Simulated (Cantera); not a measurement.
Input (Python, Cantera):

```python
import numpy as np
import cantera as ct

gas = ct.Solution("gri30.yaml")
gas.TPX = 1198, 150000, {'CO': 1, 'H2': 0.89, 'O2': 1.24, 'N2': 4.68}
reactor = ct.IdealGasReactor(gas, energy="on", clone=False)
net = ct.ReactorNet([reactor])
net.rtol, net.atol = 1e-08, 1e-16
show = ['CO', 'H2', 'O2', 'O', 'OH']
times = np.geomspace(9e-06, 0.1, 13)

steps = ct.SolutionArray(gas, extra=["t"])
rows = []
print(f"{'t/s':>10s}{'T/K':>9s}{'P/Pa':>11s}" + "".join(f"{s:>11s}" for s in show))
for t in times:
    while net.time < t:
        t_next = net.step()
        steps.append(gas.state, t=t_next)
    rows.append([np.interp(t, steps.t, y) for y in (steps.T, steps.P, *steps(*show).X.T)])
    print(f"{t:10.3e}{rows[-1][0]:9.1f}{rows[-1][1]:11.4g}" + "".join(f"{x:11.3e}" for x in rows[-1][2:]))
rate = np.gradient(steps.T, steps.t)
print("integrator steps:", len(steps.t))
if steps.T.max() > steps.T[0] + 200:
    print(f"time of steepest temperature rise: {steps.t[rate.argmax()]:.4e} s")
gas.TPX = 1198, 150000, {'CO': 1, 'H2': 0.89, 'O2': 1.24, 'N2': 4.68}
gas.equilibrate("UV")
print(f"equilibrium (UV): T = {gas.T:.1f} K  " + "  ".join(f"{s} {gas[s].X[0]:.3e}" for s in show))
```

It prints:

```
       t/s      T/K       P/Pa         CO         H2         O2          O         OH
 9.000e-06   1198.0    1.5e+05  1.280e-01  1.140e-01  1.588e-01  6.544e-08  3.199e-08
 1.956e-05   1198.1    1.5e+05  1.280e-01  1.139e-01  1.588e-01  4.361e-06  2.175e-06
 4.251e-05   1836.3  2.224e+05  9.512e-02  1.205e-02  8.308e-02  2.626e-02  1.379e-02
 9.240e-05   2754.3   3.15e+05  4.290e-02  6.660e-03  5.749e-02  8.929e-03  2.002e-02
 2.008e-04   2811.5  3.202e+05  3.899e-02  5.919e-03  5.486e-02  7.500e-03  1.913e-02
 4.365e-04   2806.0  3.195e+05  3.886e-02  5.915e-03  5.295e-02  7.213e-03  1.873e-02
 9.487e-04   2799.0  3.185e+05  3.871e-02  5.913e-03  5.055e-02  6.859e-03  1.823e-02
 2.062e-03   2794.7   3.18e+05  3.862e-02  5.912e-03  4.910e-02  6.647e-03  1.793e-02
 4.481e-03   2794.0  3.179e+05  3.861e-02  5.912e-03  4.888e-02  6.614e-03  1.788e-02
 9.740e-03   2794.0  3.179e+05  3.861e-02  5.912e-03  4.887e-02  6.614e-03  1.788e-02
 2.117e-02   2794.0  3.179e+05  3.861e-02  5.912e-03  4.887e-02  6.614e-03  1.788e-02
 4.601e-02   2794.0  3.179e+05  3.861e-02  5.912e-03  4.887e-02  6.614e-03  1.788e-02
 1.000e-01   2794.0  3.179e+05  3.861e-02  5.912e-03  4.887e-02  6.614e-03  1.788e-02
integrator steps: 1226
time of steepest temperature rise: 3.9198e-05 s
equilibrium (UV): T = 2794.0 K  CO 3.861e-02  H2 5.912e-03  O2 4.887e-02  O 6.614e-03  OH 1.788e-02
```

Detailed kinetics in Cantera: GRI-Mech 3.0 (53 species, 325 reactions).
